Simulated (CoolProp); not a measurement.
Methanol along the isotherm 141.75 °C: fugacity coefficient from the reference equation and from simpler models built on Tc = 240.2 °C, pc = 82.16 bar, ω = 0.565; each cubic takes its own stable root.

Model: reference Helmholtz-energy equation of state, de Reuck 1993, in CoolProp.

```csv
p (bar),phase,reference,Soave-Redlich-Kwong,Peng-Robinson
3.42,gas,0.9644,0.9696,0.9678
6.85,gas,0.9266,0.9392,0.9357
10.3,gas,0.8844,0.9087,0.9037
13.7,liquid,0.7253,0.7715,0.7620
17.1,liquid,0.5839,0.6221,0.6140
20.5,liquid,0.4894,0.5223,0.5150
24,liquid,0.4201,0.4491,0.4425
27.4,liquid,0.3697,0.3959,0.3898
30.8,liquid,0.3305,0.3544,0.3487
34.2,liquid,0.2990,0.3212,0.3158
37.7,liquid,0.2726,0.2933,0.2882
41.1,liquid,0.2513,0.2708,0.2658
```
